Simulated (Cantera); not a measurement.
# Ignition delay

Mixture: CO : H₂ : CH₄ : O₂ : N₂ = 1 : 0.81 : 1.3 : 4.49 : 22.5 (molar parts), equivalence ratio 0.78, at 9.87 atm, adiabatic and at constant pressure. Ignition delay is the time to a rise of 400 K.

Detailed kinetics in Cantera: GRI-Mech 3.0 (53 species, 325 reactions). Below about 1000 K GRI-Mech 3.0 lacks low-temperature oxidation paths. Below about 950 K walls govern HO2 and H2O2 in real vessels.

| T0 (K) | delay (ms) |
|---|---|
| 900 | 162 |
| 975 | 22.0 |
| 1050 | 3.84 |
| 1125 | 0.947 |
| 1200 | 0.355 |
| 1275 | 0.174 |

```
Quantity                                                Result
--------------------------------------------------  ----------
apparent activation energy between 1125 and 1275 K  130 kJ/mol
```
